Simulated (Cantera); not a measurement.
A closed system holds: 1 mol CH₃F, 0.29 mol H₂, held at 4.00 mbar.

Cantera equilibrium calculation (NASA polynomials, part measured and part estimated; ideal gas, pure solids and liquids). Candidate condensed phases: C, C₆H₆, C₇H₈, C₈H₁₈; 95 gas species. The numbers say what is thermodynamically allowed, not how fast it happens. All values below are at 848 K.

Base state: H₂ 0.562, HF 0.437, CH₄ 0.000810 (mole fractions); condensed: C(graphite).

What changes in the equilibrium state with this change: pressure from 4.00 mbar to 13.3 mbar?


```json
[
 {"species": "H₂", "before": "0.562", "after": "0.559"},
 {"species": "HF", "before": "0.437", "after": "0.438"},
 {"species": "CH₄", "before": "0.000810", "after": "0.00267"},
 {"species": "C(graphite), mol", "before": "0.998", "after": "0.994"}
]
```

What changes in the equilibrium state with this change: CH₃F replaced by C₂F₆?


| species | before | after |
|---|---|---|
| CF₄ | <1e-9 | 0.700 |
| HF | 0.437 | 0.300 |
| H₂ | 0.562 | <1e-9 |
| CH₄ | 0.000810 | <1e-9 |
| C(graphite), mol | 0.998 | 0.645 |
The feed counts by its element totals alone. Condensed phases not in the tables: fluorocarbon polymer. Gases not in the tables: C₂F₆ and larger saturated fluorocarbons.
